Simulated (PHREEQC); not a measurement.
## Copper plating or etch bath

Dissolve 6.5 mmol/kgw CuCl2, 0.083 mmol/kgw HCl and 24 mmol/kgw NaCl at 25 °C. It is in equilibrium with CO2 at log p = -3.4 (atm). Otherwise closed; pH follows from the charge balance.

All values are PHREEQC results (ion-association model, phreeqc.dat), not measurements.

This is a speciation only: nothing precipitates in the calculation.

**Question.** Predict the pH.

**Answer.** pH 4.14.

**Question.** In which forms is Cu present?

**Answer.** Cu+2 95 %, CuCl+ 4.7 % of the Cu.
